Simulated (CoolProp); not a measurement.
The numbers come from the reference Helmholtz-energy equation of state, Younglove 1994 in CoolProp. It is a modified Benedict-Webb-Rubin equation, recast in Helmholtz form.

**Question.** Give the vapour pressure (bar), vapour Z, liquid viscosity (µPa s) of saturated R123 at 278.5, 302.6, 326.7 K.

**Answer.** 
| T (K) | p (bar) | vapour Z | liquid viscosity (µPa s) |
|---|---|---|---|
| 278.5 | 0.414 | 0.977 | 528 |
| 302.6 | 1.07 | 0.955 | 397 |
| 326.7 | 2.37 | 0.923 | 304 |

Viscosity comes from a separate model (Tanaka 1996).
